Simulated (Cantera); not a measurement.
An adiabatic, constant-volume homogeneous reactor starts with CH3OH : O2 : N2 = 1 : 1 : 6 (molar parts), at 1023 K and 0.500 bar.

Cantera simulation using GRI-Mech 3.0 (53 species, 325 reactions); the numbers are that mechanism's predictions, not measurements. GRI-Mech 3.0 was tuned for natural gas; its chemistry of methanol as a main component is partial and can be far from experiment.

x: mole fraction; the columns are a selection and need not sum to one.

| t (s) | T (K) | P (bar) | x CH3OH | x O2 | x HCN | x CO2 | x CH2 | x HO2 |
|---|---|---|---|---|---|---|---|---|
| 8.00e-6 | 1023 | 0.500 | 0.125 | 0.125 | <1e-12 | 6.90e-12 | <1e-12 | 6.39e-11 |
| 3.18e-5 | 1023 | 0.500 | 0.125 | 0.125 | <1e-12 | 2.80e-11 | <1e-12 | 3.11e-10 |
| 0.000127 | 1023 | 0.500 | 0.125 | 0.125 | <1e-12 | 1.12e-10 | <1e-12 | 1.41e-9 |
| 0.000504 | 1023 | 0.500 | 0.125 | 0.125 | <1e-12 | 4.47e-10 | <1e-12 | … |
| 0.00201 | 1023 | 0.500 | 0.125 | 0.125 | <1e-12 | 1.78e-9 | <1e-12 | 2.71e-8 |
| 0.00798 | 1023 | 0.500 | 0.125 | 0.125 | <1e-12 | 7.08e-9 | <1e-12 | 1.09e-7 |
| 0.0317 | 1023 | 0.500 | 0.125 | 0.125 | <1e-12 | … | <1e-12 | … |
| 0.126 | 1023 | 0.500 | 0.125 | 0.125 | <1e-12 | 1.12e-7 | <1e-12 | 1.54e-6 |
| 0.503 | 1026 | 0.502 | 0.124 | 0.124 | <1e-12 | 1.30e-6 | <1e-12 | 3.58e-5 |
| 2.00 | 2463 | 1.36 | <1e-12 | 0.000281 | 8.39e-9 | 0.0433 | <1e-12 | 1.29e-7 |

What belongs in the gaps?


- 0.000504, x HO2: 6.41e-9
- 0.0317, x CO2: 2.82e-8
- 0.0317, x HO2: 4.24e-7
